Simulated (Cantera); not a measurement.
A Cantera script and what it prints.

```python
import numpy as np
import cantera as ct

gas_names = [...]  # 131 gases of nasa_gas.yaml made of C, H, Na, O, S
cond_names = """
    C(gr) C6H6(L) C7H8(L) C8H18(L),n-octa H2O(s) H2O(L) H2SO4(L) Na(cr) Na(L) NaOH(a) NaOH(L) NaO2(s)
    Na2CO3(I) Na2CO3(II) Na2CO3(L) Na2O(c) Na2O(a) Na2O(L) Na2O2(a) Na2O2(b) Na2S(1) Na2S(2) Na2S(L)
    Na2SO4(V) Na2SO4(IV) Na2SO4(I) Na2SO4(L) S(cr1) S(cr2) S(L)
""".split()


# ... load() reads the species with a 1 bar reference pressure and builds the phases ...
atoms = {
    'Na2CO3': {'Na': 2, 'C': 1, 'O': 3},
    'SO2': {'S': 1, 'O': 2},
    'CO2': {'C': 1, 'O': 2},
    'H2S': {'H': 2, 'S': 1},
}
top_T = {'C(gr)': 4500, 'NaO2(s)': 800, 'Na2O2(b)': 940}  # K; cautious upper limits of use, not melting points


# ... equilibrate(T, P, feed) seeds the gas with the atoms and calls Mixture.equilibrate('TP', solver="vcs", rtol=1e-11, max_steps=5000) ...
results = []
feed = {'Na2CO3': 1, 'SO2': 0.37, 'CO2': 0.19, 'H2S': 0.089}  # mol
P = 190000  # Pa
for T in [850, 900, 950, 1000, 1050, 1100, 1150]:
    mix = equilibrate(T, P, feed)
    results.append((T, P, feed, dict(zip(mix.species_names, mix.species_moles))))
    x = sorted(zip(gas.X, gas.species_names), reverse=True)
    print(f"T = {T:g} K  P = {P:g} Pa  gas = {mix.phase_moles(0):.4g} mol")
    print("   x: " + "  ".join(f"{s} {v:.3e}" for v, s in x if v > 0.001))
    print("   condensed (mol): " + ("  ".join(f"{mix.phase(i).name} {mix.phase_moles(i):.4g}"
          for i in range(1, mix.n_phases) if mix.phase_moles(i) > 1e-12) or "none"))
```

Result:

```
T = 850 K  P = 190000 Pa  gas = 0.5693 mol
   x: CO2 6.842e-01  H2S 1.456e-01  COS 1.041e-01  S2 3.830e-02  CO 1.314e-02  H2O 1.012e-02  CS2 3.790e-03
   condensed (mol): Na2CO3(II) 0.7316  Na2SO4(I) 0.2684
T = 900 K  P = 190000 Pa  gas = 0.5761 mol
   x: CO2 6.856e-01  H2S 1.385e-01  COS 8.799e-02  S2 4.908e-02  CO 2.004e-02  H2O 1.498e-02  CS2 2.701e-03  H2 1.007e-03
   condensed (mol): Na2CO3(II) 0.7313  Na2S(1) 0.002381  Na2SO4(I) 0.2663
T = 950 K  P = 190000 Pa  gas = 0.6173 mol
   x: CO2 7.461e-01  H2S 1.128e-01  COS 5.051e-02  S2 3.065e-02  H2O 2.947e-02  CO 2.753e-02  H2 1.948e-03
   condensed (mol): Na2CO3(II) 0.6808  Na2S(1) 0.04672  Na2SO4(I) 0.2725
T = 1000 K  P = 190000 Pa  gas = 0.6518 mol
   x: CO2 7.794e-01  H2S 8.375e-02  H2O 4.956e-02  CO 3.552e-02  COS 2.899e-02  S2 1.903e-02  H2 3.243e-03
   condensed (mol): Na2CO3(II) 0.6398  Na2S(1) 0.08269  Na2SO4(I) 0.2775
T = 1050 K  P = 190000 Pa  gas = 0.6799 mol
   x: CO2 7.955e-01  H2O 7.019e-02  H2S 5.614e-02  CO 4.397e-02  COS 1.705e-02  S2 1.207e-02  H2 4.570e-03
   condensed (mol): Na2CO3(II) 0.6076  Na2S(1) 0.111  Na2SO4(I) 0.2814
T = 1100 K  P = 190000 Pa  gas = 0.7006 mol
   x: CO2 8.012e-01  H2O 8.643e-02  CO 5.284e-02  H2S 3.497e-02  COS 1.038e-02  S2 7.896e-03  H2 5.624e-03
   condensed (mol): Na2CO3(II) 0.5844  Na2S(1) 0.131  Na2SO4(I) 0.2846
T = 1150 K  P = 190000 Pa  gas = 0.7126 mol
   x: CO2 7.989e-01  H2O 9.618e-02  CO 6.194e-02  H2S 2.244e-02  COS 7.023e-03  H2 6.273e-03  S2 6.161e-03  SO2 1.002e-03
   condensed (mol): Na2CO3(L) 0.5716  Na2S(1) 0.1415  Na2SO4(I) 0.2869
```

Equilibrium computed with Cantera from the NASA thermochemical tables; the gas is ideal and each condensed phase is pure. Mutual solubility and eutectic melting of coexisting phases are not modelled. Gases not in the tables: S3 to S7.
